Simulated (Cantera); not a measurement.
An adiabatic, constant-pressure homogeneous reactor starts with CH₄ : O₂ : N₂ : CO₂ = 1 : 5.13 : 19.3 : 1.7 (molar parts), at 1600 K and 413 Torr. Integrator tolerance rtol = 1e-08.

Cantera simulation using GRI-Mech 3.0 (53 species, 325 reactions); the numbers are that mechanism's predictions, not measurements.

### Question
What does this change do: CO2 1.7 to 2.5 parts?

### Answer
```csv
quantity,before,after
time of steepest temperature rise,0.708 ms,0.730 ms
temperature at 0.500 s,2265 K,2240 K
equilibrium temperature,2264 K,2238 K
x(CH₄) at 0.500 s,<1e-12 (gas-phase equilibrium <1e-12),<1e-12 (gas-phase equilibrium <1e-12)
x(O₂) at 0.500 s,0.110 (gas-phase equilibrium 0.110),0.108 (gas-phase equilibrium 0.107)
x(CO₂) at 0.500 s,0.0955 (gas-phase equilibrium 0.0955),0.121 (gas-phase equilibrium 0.121)
x(CH₃) at 0.500 s,<1e-12 (gas-phase equilibrium <1e-12),<1e-12 (gas-phase equilibrium <1e-12)
x(N₂O) at 0.500 s,3.86e-7 (gas-phase equilibrium 3.88e-7),3.49e-7 (gas-phase equilibrium 3.53e-7)
x(OH) at 0.500 s,0.00532 (gas-phase equilibrium 0.00531),0.00475 (gas-phase equilibrium 0.00472)
x(C₂H₄) at 0.500 s,<1e-12 (gas-phase equilibrium <1e-12),<1e-12 (gas-phase equilibrium <1e-12)
```

### Question
What does this change do: CH4 1 to 2.5 parts?

### Answer
```
quantity                                                            before                                    after
---------------------------------  ---------------------------------------  ---------------------------------------
time of steepest temperature rise                                 0.708 ms                                 0.828 ms
temperature at 0.500 s                                              2265 K                                   2633 K
equilibrium temperature                                             2264 K                                   2633 K
x(CH₄) at 0.500 s                    <1e-12 (gas-phase equilibrium <1e-12)    <1e-12 (gas-phase equilibrium <1e-12)
x(O₂) at 0.500 s                       0.110 (gas-phase equilibrium 0.110)    0.0266 (gas-phase equilibrium 0.0266)
x(CO₂) at 0.500 s                    0.0955 (gas-phase equilibrium 0.0955)    0.0877 (gas-phase equilibrium 0.0877)
x(CH₃) at 0.500 s                    <1e-12 (gas-phase equilibrium <1e-12)    <1e-12 (gas-phase equilibrium <1e-12)
x(N₂O) at 0.500 s                  3.86e-7 (gas-phase equilibrium 3.88e-7)  3.44e-7 (gas-phase equilibrium 3.44e-7)
x(OH) at 0.500 s                   0.00532 (gas-phase equilibrium 0.00531)    0.0177 (gas-phase equilibrium 0.0177)
x(C₂H₄) at 0.500 s                   <1e-12 (gas-phase equilibrium <1e-12)    <1e-12 (gas-phase equilibrium <1e-12)
```

### Question
What does this change do: pressure from 413 Torr to 760 Torr?

### Answer
| quantity | before | after |
|---|---|---|
| time of steepest temperature rise | 0.708 ms | 0.415 ms |
| temperature at 0.500 s | 2265 K | 2275 K |
| equilibrium temperature | 2264 K | 2275 K |
| x(CH₄) at 0.500 s | <1e-12 (gas-phase equilibrium <1e-12) | <1e-12 (gas-phase equilibrium <1e-12) |
| x(O₂) at 0.500 s | 0.110 (gas-phase equilibrium 0.110) | 0.110 (gas-phase equilibrium 0.110) |
| x(CO₂) at 0.500 s | 0.0955 (gas-phase equilibrium 0.0955) | 0.0963 (gas-phase equilibrium 0.0963) |
| x(CH₃) at 0.500 s | <1e-12 (gas-phase equilibrium <1e-12) | <1e-12 (gas-phase equilibrium <1e-12) |
| x(N₂O) at 0.500 s | 3.86e-7 (gas-phase equilibrium 3.88e-7) | 5.38e-7 (gas-phase equilibrium 5.38e-7) |
| x(OH) at 0.500 s | 0.00532 (gas-phase equilibrium 0.00531) | 0.00476 (gas-phase equilibrium 0.00476) |
| x(C₂H₄) at 0.500 s | <1e-12 (gas-phase equilibrium <1e-12) | <1e-12 (gas-phase equilibrium <1e-12) |
